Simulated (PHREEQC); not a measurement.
Acid mine or pickling water: speciation

Synthetic water in mg/L, 25 °C, pH 3.45, pe 8.1:

```
constituent  mg/L
-----------  ----
Na           2570
K            47.8
Ca            210
Mg            197
Cl            726
S(6) as SO4  5770
Cu(2)         5.1
Br           22.9
Mn(2)        62.6
Pb           9.56
```

Valence states are taken as typed.

Computed with PHREEQC (ion-association model, phreeqc.dat).

| Property | Value |
|---|---|
| ionic strength | 0.174 mol/kgw |
| specific conductance | 11000 µS/cm |
| density | 1.006 g/cm³ |
| total alkalinity | -1.09 meq/kg |
| charge-balance error | 1.0 % |

```
species  molality  activity   log γ
-------  --------  --------  ------
Na+         0.105    0.0796  -0.122
SO4-2      0.0453    0.0139  -0.512
Cl-        0.0207    0.0150  -0.139
NaSO4-    0.00737   0.00556  -0.122
MgSO4     0.00431   0.00449   0.017
Mg+2      0.00387   0.00137  -0.450
Ca+2      0.00294  0.000983  -0.476
CaSO4     0.00234   0.00244   0.017
K+        0.00113  0.000816  -0.141
HSO4-    0.000639  0.000481  -0.123
Mn+2     0.000625  0.000213  -0.467
```

No solid was allowed to form. Examples of supersaturated solids here: Anglesite. Others may be too.
